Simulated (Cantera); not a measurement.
Low-pressure radical oxidation in H2/O2

An isothermal, constant-pressure homogeneous reactor starts with H2 : O2 : N2 : H2O = 0.2 : 1 : 0.81 : 0.023 (molar parts), equivalence ratio 0.10, at 1400 K and 790 Pa.

Model: the H2/O2 subset of GRI-Mech 3.0, which has no nitrogen chemistry, integrated in Cantera. Radical loss at walls, strong at low pressure, is not modelled. The temperature is held fixed by assumption; the heat of reaction is taken as removed at once.

| t (s) | x H2 | x O2 | x H2O | x H | x O | x HO2 | x H2O2 |
|---|---|---|---|---|---|---|---|
| 4.00e-6 | 0.0984 | 0.492 | 0.0113 | 2.61e-9 | 7.85e-11 | 2.69e-9 | <1e-12 |
| 1.87e-5 | 0.0984 | 0.492 | 0.0113 | 1.12e-8 | 1.54e-9 | 1.26e-8 | 2.59e-12 |
| 8.75e-5 | 0.0984 | 0.492 | 0.0113 | 5.00e-8 | 2.56e-8 | 5.87e-8 | 5.58e-11 |
| 0.000409 | 0.0984 | 0.492 | 0.0113 | 1.20e-6 | 1.03e-6 | 2.74e-7 | 1.14e-9 |
| 0.00191 | 0.0147 | 0.436 | 0.0750 | 0.0276 | 0.0358 | 1.38e-6 | 8.31e-8 |
| 0.00894 | 0.00461 | 0.427 | 0.0882 | 0.0248 | 0.0465 | 1.36e-6 | 5.68e-8 |
| 0.0418 | 0.00388 | 0.434 | 0.0938 | 0.0182 | 0.0375 | 1.37e-6 | 5.77e-8 |
| 0.196 | 0.00169 | 0.452 | 0.107 | 0.00467 | 0.0149 | 1.19e-6 | 5.03e-8 |
| 0.915 | 0.000162 | 0.464 | 0.114 | 0.000132 | 0.00137 | 3.77e-7 | 1.85e-8 |
| 4.28 | 1.07e-5 | 0.465 | 0.115 | 2.22e-6 | 9.04e-5 | 5.59e-8 | 3.74e-9 |
| 20.0 | 1.40e-6 | 0.466 | 0.115 | 1.06e-7 | 1.18e-5 | 4.51e-8 | 9.88e-10 |
x: mole fraction; the columns are a selection and need not sum to one.

Equilibrium at this temperature and pressure: H2 8.65e-7, O2 0.466, H2O 0.115, H 5.12e-8, O 7.31e-6, HO2 5.26e-8, H2O2 7.82e-10 (gas phase only).
